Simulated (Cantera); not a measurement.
Charge: 1 mol SiH4, a varied amount of H2O, 6.6 mol N2, held at 1925 K and 2.30 mbar.

Cantera equilibrium calculation (NASA polynomials, part measured and part estimated; ideal gas, pure solids and liquids). Candidate condensed phases: H2O, Si, SiO2, Si2N2O, Si3N4; 35 gas species. The tables' values for SiN are old estimates; treat these amounts as uncertain. Gases not in the tables: Si2H6 and higher silanes. Kinetics and transport are ignored.

At 0.53 mol H2O, list the 7 most abundant gas species with their mole fractions, and the condensed phases.

N2 0.674, H2 0.253, SiO 0.0542, H 0.0100, Si 0.00757, SiH 0.000149, Si2N 0.000132. Condensed: Si(l).
